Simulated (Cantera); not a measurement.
Charge: 1 mol n-butane, 0.026 mol H2O, 1.4 mol N2, held at 1.33 mbar.

Cantera equilibrium calculation (NASA polynomials, part measured and part estimated; ideal gas, pure solids and liquids). Candidate condensed phases: C, C6H6, C7H8, C8H18, H2O; 136 gas species. Rates play no part.

x: gas mole fraction; n: condensed amount in mol.

```json
[
 {"T (°C)": "1325", "x H2": "0.777", "x N2": "0.216", "x H": "0.00129", "x HCN": "[?]", "x CO": "0.00403", "x C2H2 (acetylene)": "2.09e-5", "x HNC": "1.89e-5", "n C(graphite)": "3.97"},
 {"T (°C)": "1375", "x H2": "0.776", "x N2": "0.216", "x H": "0.00215", "x HCN": "[?]", "x CO": "0.00403", "x C2H2 (acetylene)": "3.47e-5", "x HNC": "2.92e-5", "n C(graphite)": "3.97"},
 {"T (°C)": "1425", "x H2": "0.775", "x N2": "0.216", "x H": "0.00349", "x HCN": "[?]", "x CO": "0.00402", "x C2H2 (acetylene)": "5.58e-5", "x HNC": "4.41e-5", "n C(graphite)": "3.96"},
 {"T (°C)": "1475", "x H2": "0.773", "x N2": "0.215", "x H": "0.00550", "x HCN": "[?]", "x CO": "0.00402", "x C2H2 (acetylene)": "8.73e-5", "x HNC": "6.49e-5", "n C(graphite)": "3.96"},
 {"T (°C)": "1525", "x H2": "0.770", "x N2": "0.215", "x H": "0.00846", "x HCN": "[?]", "x CO": "0.00401", "x C2H2 (acetylene)": "0.000133", "x HNC": "9.34e-5", "n C(graphite)": "3.96"},
 {"T (°C)": "1575", "x H2": "0.766", "x N2": "0.214", "x H": "0.0127", "x HCN": "[?]", "x CO": "0.00400", "x C2H2 (acetylene)": "0.000197", "x HNC": "0.000132", "n C(graphite)": "3.95"},
 {"T (°C)": "1625", "x H2": "0.760", "x N2": "0.213", "x H": "0.0187", "x HCN": "[?]", "x CO": "0.00399", "x C2H2 (acetylene)": "0.000286", "x HNC": "0.000182", "n C(graphite)": "3.94"},
 {"T (°C)": "1675", "x H2": "0.752", "x N2": "0.212", "x H": "0.0268", "x HCN": "[?]", "x CO": "0.00398", "x C2H2 (acetylene)": "0.000405", "x HNC": "0.000246", "n C(graphite)": "3.94"},
 {"T (°C)": "1725", "x H2": "0.742", "x N2": "0.210", "x H": "0.0378", "x HCN": "[?]", "x CO": "0.00395", "x C2H2 (acetylene)": "0.000562", "x HNC": "0.000327", "n C(graphite)": "3.93"},
 {"T (°C)": "1775", "x H2": "0.728", "x N2": "0.208", "x H": "0.0523", "x HCN": "[?]", "x CO": "0.00392", "x C2H2 (acetylene)": "0.000763", "x HNC": "0.000427", "n C(graphite)": "3.92"}
]
```

**Question.** Fill in the missing entries.

**Answer.** 
- 1325, x HCN: 0.000829
- 1375, x HCN: 0.00112
- 1425, x HCN: 0.00148
- 1475, x HCN: 0.00193
- 1525, x HCN: 0.00247
- 1575, x HCN: 0.00312
- 1625, x HCN: 0.00388
- 1675, x HCN: 0.00477
- 1725, x HCN: 0.00577
- 1775, x HCN: 0.00689
